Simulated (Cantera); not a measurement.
A Cantera script and its output.

```python
import numpy as np
import cantera as ct

gas = ct.Solution("gri30.yaml")
gas.TPX = 998, 29000, {'CO': 0.0082, 'O2': 0.0039, 'H2O': 0.0033, 'N2': 1}
reactor = ct.IdealGasConstPressureReactor(gas, energy="off", clone=False)
net = ct.ReactorNet([reactor])
net.rtol, net.atol = 1e-08, 1e-18
show = ['CO', 'O2', 'H2O', 'N2O', 'H2O2', 'CO2']
times = np.geomspace(5e-06, 70, 13)

steps = ct.SolutionArray(gas, extra=["t"])
rows = []
print(f"{'t/s':>10s}{'T/K':>9s}{'P/Pa':>11s}" + "".join(f"{s:>11s}" for s in show))
for t in times:
    while net.time < t:
        t_next = net.step()
        steps.append(gas.state, t=t_next)
    rows.append([np.interp(t, steps.t, y) for y in (steps.T, steps.P, *steps(*show).X.T)])
    print(f"{t:10.3e}{rows[-1][0]:9.1f}{rows[-1][1]:11.4g}" + "".join(f"{x:11.3e}" for x in rows[-1][2:]))
rate = np.gradient(steps.T, steps.t)
print("integrator steps:", len(steps.t))
if steps.T.max() > steps.T[0] + 200:
    print(f"time of steepest temperature rise: {steps.t[rate.argmax()]:.4e} s")
gas.TPX = 998, 29000, {'CO': 0.0082, 'O2': 0.0039, 'H2O': 0.0033, 'N2': 1}
gas.equilibrate("TP")
print(f"equilibrium (TP): T = {gas.T:.1f} K  " + "  ".join(f"{s} {gas[s].X[0]:.3e}" for s in show))
```

Result:

```
       t/s      T/K       P/Pa         CO         O2        H2O        N2O       H2O2        CO2
 5.000e-06    998.0    2.9e+04  8.076e-03  3.841e-03  3.250e-03  2.101e-21  2.443e-25  4.619e-14
 1.970e-05    998.0    2.9e+04  8.076e-03  3.841e-03  3.250e-03  2.389e-20  3.224e-24  1.820e-13
 7.762e-05    998.0    2.9e+04  8.076e-03  3.841e-03  3.250e-03  3.438e-19  4.900e-23  7.178e-13
 3.058e-04    998.0    2.9e+04  8.076e-03  3.841e-03  3.250e-03  5.115e-18  8.022e-22  2.844e-12
 1.205e-03    998.0    2.9e+04  8.076e-03  3.841e-03  3.250e-03  7.829e-17  4.078e-20  1.161e-11
 4.748e-03    998.0    2.9e+04  8.076e-03  3.841e-03  3.250e-03  1.211e-15  7.937e-18  5.599e-11
 1.871e-02    998.0    2.9e+04  8.076e-03  3.841e-03  3.250e-03  2.563e-14  1.365e-15  5.974e-10
 7.371e-02    998.0    2.9e+04  8.075e-03  3.841e-03  3.250e-03  8.189e-12  1.647e-11  1.748e-07
 2.904e-01    998.0    2.9e+04  2.645e-03  1.176e-03  3.096e-03  5.307e-08  7.204e-09  5.451e-03
 1.144e+00    998.0    2.9e+04  2.982e-04  1.923e-05  3.123e-03  6.216e-09  1.143e-09  7.808e-03
 4.509e+00    998.0    2.9e+04  2.506e-04  2.553e-07  3.117e-03  6.208e-10  8.818e-11  7.856e-03
 1.777e+01    998.0    2.9e+04  2.507e-04  9.901e-09  3.118e-03  2.306e-10  6.108e-12  7.856e-03
 7.000e+01    998.0    2.9e+04  2.511e-04  5.106e-10  3.118e-03  6.724e-10  2.037e-13  7.856e-03
integrator steps: 1996
equilibrium (TP): T = 998.0 K  CO 2.512e-04  O2 1.106e-17  H2O 3.118e-03  N2O 1.242e-17  H2O2 1.533e-20  CO2 7.856e-03
```

Model: GRI-Mech 3.0 (53 species, 325 reactions), integrated in Cantera.
